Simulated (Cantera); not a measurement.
Input: 1 mol MgO, 0.081 mol H2S, 5.2 mol N2, held at 777 °C and 13300 Pa.

Cantera equilibrium calculation (NASA polynomials, part measured and part estimated; ideal gas, pure solids and liquids). Candidate condensed phases: H2O, H2SO4, Mg, MgO, Mg(OH)2, MgS, MgSO4, S; 43 gas species. Mutual solubility and eutectic melting of coexisting phases are not modelled. Gases not in the tables: S3 to S7. The numbers say what is thermodynamically allowed, not how fast it happens.

Base state: N2 0.982, H2S 0.00910, H2 0.00574, S2 0.00287, H2O 0.000460 (mole fractions); condensed: MgO(s) + MgS(s).

### Question
What changes in the equilibrium state with this change: MgO replaced by FeS2?

### Answer
```tsv
species	before	after
N2	0.982	0.899
S2	0.00287	0.0871
H2S	0.00910	0.0126
H2	0.00574	0.00144
H2O	0.000460	0
SH	5.09e-6	1.41e-5
MgO(s), mol	0.998	0
MgS(s), mol	0.00244	0
FeS(s), mol	0	1.00
```
FeS: taken at fixed stoichiometry. Further candidate phases: Fe, FeS, FeS2.

### Question
What changes in the equilibrium state with this change: pressure from 13300 Pa to 1330 Pa?

### Answer
```
species        before     after
-----------  --------  --------
N2              0.982     0.980
H2            0.00574   0.00916
H2S           0.00910   0.00581
S2            0.00287   0.00458
H2O          0.000460  0.000294
MgO(s), mol     0.998     0.998
MgS(s), mol   0.00244   0.00156
```
